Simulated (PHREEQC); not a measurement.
A PHREEQC speciation (Pitzer model, pitzer.dat) at 25 °C gives pH -0.33 and these molalities:

```csv
species,mol/kgw
H+,1.74
HSO4-,1.06
SO4-2,0.344
```

Question: What are the element totals, and what could have been dissolved in 1 kg of water to give them?

Answer: This is not unique; one that fits is totals S(6) 1.40 mol/kgw, from 1.4 mol H2SO4 per kg of water.

This is a speciation only: nothing precipitates in the calculation. Complexes and solids missing from the database can't appear. In brines, pH and single-ion activities rest on the MacInnes convention.
